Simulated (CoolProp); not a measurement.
Vapour-liquid equilibrium of ethanol (1) + cyclohexane (2) at 475.7 K; x and y are mole fractions of (1).

Computed with CoolProp (multi-fluid Helmholtz-energy mixture model, Schroeder 2014 and Zhou 2014; pair parameters Bell 2016).

```csv
x,"bubble pressure, mixture model (MPa)","bubble pressure, Raoult's law (MPa)","y, mixture model","y, Raoult's law"
0.05,1.691,1.487,0.164,0.105
0.2,2.304,1.747,0.403,0.358
0.35,2.672,2.006,0.521,0.546
0.5,2.914,2.266,0.610,0.691
0.65,3.076,2.525,0.701,0.806
0.8,3.160,2.785,0.810,0.899
0.95,3.154,3.045,0.947,0.977
```

The largest gap from Raoult's law is +33.2 % in bubble pressure, at x = 0.35. y crosses x between x = 0.8 and 0.95: the model has an azeotrope there.

Pair parameters are fitted to limited data, so mixtures are less certain than the pure fluids.
